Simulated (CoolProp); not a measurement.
Properties of decamethylcyclopentasiloxane (D5) along the isotherm 346.85 °C.

Model: reference Helmholtz-energy equation of state, Thol 2019, in CoolProp.

| p (MPa) | phase | Z | cp (kJ/(kg K)) | speed of sound (m/s) | Joule-Thomson coefficient (K/MPa) | isothermal compressibility (1/MPa) | fugacity coefficient |
|---|---|---|---|---|---|---|---|
| 0.0017 | gas | 0.9994 | 1.952 | 118.5 | 8.936 | 588.6 | 0.9994 |
| 0.00275 | gas | 0.9991 | 1.952 | 118.5 | 8.941 | 364.0 | 0.9991 |
| 0.00445 | gas | 0.9985 | 1.953 | ? | ? | 225.0 | 0.9985 |
| 0.00719 | gas | 0.9976 | 1.953 | 118.3 | 8.962 | 139.4 | 0.9976 |
| 0.0116 | gas | 0.9962 | 1.953 | 118.2 | 8.982 | 86.54 | 0.9962 |
| 0.0188 | gas | 0.9938 | 1.954 | ? | 9.016 | 53.52 | 0.9939 |
| 0.0303 | gas | 0.9900 | 1.954 | ? | ? | 33.34 | 0.9901 |
| 0.049 | gas | 0.9838 | 1.956 | 116.7 | 9.160 | 20.75 | 0.9840 |
| 0.0791 | gas | 0.9736 | 1.958 | ? | 9.311 | 12.99 | 0.9742 |
| 0.128 | gas | 0.9568 | 1.962 | 113.6 | 9.571 | 8.176 | 0.9584 |
| 0.206 | gas | 0.9292 | 1.970 | 110.3 | 10.03 | 5.244 | 0.9333 |
| 0.334 | gas | 0.8812 | 1.985 | ? | 10.93 | 3.436 | 0.8924 |
| 0.539 | gas | 0.7954 | 2.021 | 93.66 | 12.99 | 2.424 | ? |

### Question
What belongs in the gaps?

### Answer

- 0.00445, speed of sound (m/s): 118.4
- 0.00445, Joule-Thomson coefficient (K/MPa): 8.949
- 0.0188, speed of sound (m/s): 117.9
- 0.0303, speed of sound (m/s): 117.4
- 0.0303, Joule-Thomson coefficient (K/MPa): 9.070
- 0.0791, speed of sound (m/s): 115.5
- 0.334, speed of sound (m/s): 104.5
- 0.539, fugacity coefficient: 0.8277
